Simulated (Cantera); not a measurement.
What does this Cantera script print?

```python
import numpy as np
import cantera as ct

gas_names = """
    Br Br2 N N2 Si SiBr SiBr2 SiBr3 SiBr4 SiN Si2 Si2N Si3
""".split()
cond_names = """
    Br2(cr) Br2(L) Si(cr) Si(L) Si3N4(a)
""".split()


# ... load() reads the species with a 1 bar reference pressure and builds the phases ...
atoms = {
    'Si': {'Si': 1},
    'Br2': {'Br': 2},
    'N2': {'N': 2},
}
top_T = {'Si3N4(a)': 2400}  # K; cautious upper limits of use, not melting points


# ... equilibrate(T, P, feed) seeds the gas with the atoms and calls Mixture.equilibrate('TP', solver="vcs", rtol=1e-11, max_steps=5000) ...
results = []
T = 1173.15  # K
P = 50000  # Pa
for m in [0.55, 1.5, 2.4, 3.4, 4.3, 5.2, 6.2, 7.1]:
    feed = {'Si': 1, 'Br2': 1.2, 'N2': m}  # mol
    mix = equilibrate(T, P, feed)
    results.append((T, P, feed, dict(zip(mix.species_names, mix.species_moles))))

top = {s: max(r[3][s] / sum(r[3][g] for g in gas_names) for r in results) for s in gas_names}
cols = sorted((s for s in top if top[s] > 1e-05), key=lambda s: -top[s])[:5]
seen = [c for c in cond_names if any(r[3].get(c, 0) > 1e-12 for r in results)]
print("log10 of partial pressures in bar; condensed amounts in mol")
print(f"{'n(N2)':>10s}" + "".join(f"{s[:9]:>10s}" for s in cols + seen))
for T, P, feed, n in results:
    ng = sum(n[g] for g in gas_names)
    print(f"{feed['N2']:10.4g}" + "".join(f"{np.log10(max(n[s] / ng * P / 1e5, 1e-99)):10.3f}" for s in cols)
          + "".join(f"{n.get(c, 0):10.4g}" for c in seen))
```

It prints:

```
log10 of partial pressures in bar; condensed amounts in mol
     n(N2)        N2     SiBr4     SiBr3        Br     SiBr2  Si3N4(a)
      0.55    -0.795    -0.470    -3.289    -4.070    -4.211    0.1333
       1.5    -0.473    -0.787    -3.581    -4.096    -4.477    0.1333
       2.4    -0.409    -0.960    -3.721    -4.128    -4.585    0.1333
       3.4    -0.377    -1.096    -3.828    -4.157    -4.664    0.1333
       4.3    -0.361    -1.190    -3.901    -4.178    -4.716    0.1333
       5.2    -0.351    -1.267    -3.961    -4.195    -4.758    0.1333
       6.2    -0.343    -1.339    -4.016    -4.212    -4.797    0.1333
       7.1    -0.338    -1.395    -4.059    -4.225    -4.826    0.1333
```

Equilibrium computed with Cantera from the NASA thermochemical tables; the gas is ideal and each condensed phase is pure. N2 is the only nitrogen source here; it is nearly inert below about 1500 K, so the nitride shown seldom forms there in practice. The tables' values for SiBr3 are old estimates; treat these amounts as uncertain.
